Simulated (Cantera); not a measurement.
Silicon carbide growth: CH₃SiH₃ + HCl + H₂

Charge: 1 mol CH₃SiH₃, 0.39 mol HCl, a varied amount of H₂, equilibrated at 973 K and 25.0 mbar.

Method: chemical equilibrium by Gibbs-energy minimisation in Cantera with the NASA 1993 tables (ideal gas, pure condensed phases). Candidate condensed phases: C, C₆H₆, C₇H₈, C₈H₁₈, Si, SiC; 109 gas species. The feed counts by its element totals alone. The tables' values for SiCl₃ are old estimates; treat these amounts as uncertain. Kinetics and transport are ignored.

From 2.4 mol H₂ to 94 mol H₂ the condensed part is SiC(s). The main Si-bearing gas is SiCl₄ at 2.4 mol H₂ and SiHCl₃ at 94 mol H₂. The share of Si in condensed phases is highest at 94 mol H₂ (99.9 %) and lowest at 2.4 mol H₂ (98.8 %).

| n(H₂) (mol) | log p H₂ | log p HCl | log p CH₄ | log p SiCl₄ | log p SiHCl₃ | log p SiCl₃ | n SiC(s) |
|---|---|---|---|---|---|---|---|
| 2.4 | -1.63 | -2.83 | -4.30 | -4.34 | -5.39 | -6.49 | 0.988 |
| 3.3 | -1.63 | -2.88 | -4.41 | -4.45 | -5.45 | -6.55 | 0.990 |
| 4.6 | -1.62 | -2.95 | -4.54 | -4.60 | -5.52 | -6.62 | 0.991 |
| 6.4 | -1.62 | -3.04 | -4.70 | -4.77 | -5.60 | -6.71 | 0.992 |
| 9 | -1.62 | -3.13 | -4.89 | -4.97 | -5.70 | -6.81 | 0.994 |
| 13 | -1.61 | -3.25 | -5.11 | -5.21 | -5.83 | -6.94 | 0.995 |
| 18 | -1.61 | -3.36 | -5.31 | -5.45 | -5.95 | -7.06 | 0.996 |
| 25 | -1.61 | -3.48 | -5.53 | -5.71 | -6.09 | -7.20 | 0.997 |
| 34 | -1.61 | -3.59 | -5.74 | -5.96 | -6.23 | -7.34 | 0.997 |
| 48 | -1.61 | -3.73 | -5.98 | -6.27 | -6.40 | -7.51 | 0.998 |
| 67 | -1.60 | -3.86 | -6.20 | -6.58 | -6.57 | -7.69 | 0.998 |
| 94 | -1.60 | -4.00 | -6.43 | -6.92 | -6.77 | -7.88 | 0.999 |
log p: log10 of the partial pressure in bar; n: condensed amount in mol.
